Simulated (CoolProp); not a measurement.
Vapour pressure (MPa) of C2F6 (R116): the reference equation beside estimates from Tc = 293.0 K, pc = 3.048 MPa, ω = 0.257. Clausius-Clapeyron is anchored at 209.7 K with a constant enthalpy of vaporisation of 15.22 kJ/mol.

Model: reference Helmholtz-energy equation of state, Lemmon 2006, in CoolProp. It is a short technical equation, of lower accuracy than the large ones.

```json
[
 {"T (K)": "179.7", "reference": "0.04086", "Lee-Kesler": "0.04016", "Clausius-Clapeyron": "0.04867", "van der Waals": "0.3000"},
 {"T (K)": "187.2", "reference": "0.06506", "Lee-Kesler": "0.06435", "Clausius-Clapeyron": "0.07321", "van der Waals": "0.3768"},
 {"T (K)": "194.7", "reference": "0.09939", "Lee-Kesler": "0.09883", "Clausius-Clapeyron": "0.1067", "van der Waals": "0.4657"},
 {"T (K)": "202.2", "reference": "0.1464", "Lee-Kesler": "0.1462", "Clausius-Clapeyron": "0.1512", "van der Waals": "0.5676"},
 {"T (K)": "209.7", "reference": "0.2091", "Lee-Kesler": "0.2094", "Clausius-Clapeyron": "0.2091", "van der Waals": "0.6831"},
 {"T (K)": "217.2", "reference": "0.2903", "Lee-Kesler": "0.2915", "Clausius-Clapeyron": "0.2826", "van der Waals": "0.8129"},
 {"T (K)": "224.7", "reference": "0.3935", "Lee-Kesler": "0.3955", "Clausius-Clapeyron": "0.3745", "van der Waals": "0.9576"},
 {"T (K)": "232.2", "reference": "0.5220", "Lee-Kesler": "0.5249", "Clausius-Clapeyron": "0.4872", "van der Waals": "1.118"}
]
```

Absolute difference from the reference over all 8 rows, mean and median: Lee-Kesler 0.6 and 0.5 %, Clausius-Clapeyron 7.1 and 5.7 %, van der Waals 304.2 and 257.2 %.
